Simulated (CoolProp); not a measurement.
Properties of octamethylcyclotetrasiloxane (D4) along the isotherm 346.85 °C.

Computed with CoolProp (reference Helmholtz-energy equation of state, Thol 2015).

| p (MPa) | phase | density (kg/m³) | cp (kJ/(kg K)) | cv (kJ/(kg K)) | fugacity coefficient |
|---|---|---|---|---|---|
| 0.0612 | gas | 3.568 | 2.042 | 2.012 | 0.9871 |
| 0.122 | gas | 7.208 | [?] | 2.013 | 0.9744 |
| 0.184 | gas | [?] | 2.050 | 2.015 | [?] |
| 0.245 | gas | 14.89 | 2.054 | 2.016 | 0.9489 |
| 0.306 | gas | 18.87 | 2.059 | 2.018 | 0.9363 |
| 0.367 | gas | 22.98 | [?] | 2.019 | 0.9238 |
| 0.429 | gas | 27.30 | 2.070 | 2.021 | 0.9112 |
| 0.49 | gas | 31.69 | 2.075 | 2.022 | 0.8988 |
| 0.551 | gas | 36.25 | 2.082 | 2.024 | 0.8865 |
| 0.612 | gas | 40.97 | 2.089 | 2.026 | 0.8742 |
| 0.674 | gas | 45.96 | 2.097 | 2.028 | 0.8618 |

### Question
Fill in the missing entries.

### Answer

- 0.122, cp (kJ/(kg K)): 2.046
- 0.184, density (kg/m³): 11.03
- 0.184, fugacity coefficient: 0.9615
- 0.367, cp (kJ/(kg K)): 2.064
